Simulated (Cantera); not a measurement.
Input: 1 mol V₂O₃, 500 mol H₂, 1.1 mol N₂, at 1198.15 K and 24.0 Pa.

Method: chemical equilibrium by Gibbs-energy minimisation in Cantera with the NASA 1993 tables (ideal gas, pure condensed phases). Candidate condensed phases: H₂O, V, VN, VO, V₂O₃, V₂O₄, V₂O₅; 28 gas species. Mutual solubility and eutectic melting of coexisting phases are not modelled. VO: taken at fixed stoichiometry. Condensed phases not in the tables: the oxides between V₂O₃ and V₂O₅ other than VO₂. Kinetics and transport are ignored.

Base state: H₂ 0.997, N₂ 0.00220, H₂O 0.000442, H 1.23e-5 (mole fractions); condensed: VO(s) + V₂O₃(s).

Task: What changes in the equilibrium state with this change: V₂O₃ replaced by Cu₂O?

Result: 
```json
[
 {"species": "H₂", "before": "0.997", "after": "0.996"},
 {"species": "N₂", "before": "0.00220", "after": "0.00220"},
 {"species": "H₂O", "before": "0.000442", "after": "0.00200"},
 {"species": "Cu", "before": "0", "after": "4.86e-5"},
 {"species": "H", "before": "1.23e-5", "after": "1.23e-5"},
 {"species": "VO(s), mol", "before": "0.443", "after": "0"},
 {"species": "V₂O₃(s), mol", "before": "0.778", "after": "0"},
 {"species": "Cu(s), mol", "before": "0", "after": "1.98"}
]
```
Further candidate phases: Cu, CuO, Cu(OH)₂, Cu₂O.

Task: What changes in the equilibrium state with this change: temperature from 1198.15 K to 750 K?

Result: 
```csv
species,before,after
H₂,0.997,0.998
N₂,0.00220,0.00218
H₂O,0.000442,3.81e-5
H,1.23e-5,<1e-9
"VO(s), mol",0.443,0
"V₂O₃(s), mol",0.778,0.994
"VN(s), mol",0,0.0127
```
VN: taken at fixed stoichiometry. Condensed phases not in the tables: the oxides between V₂O₃ and V₂O₅ other than VO₂, V₂N.
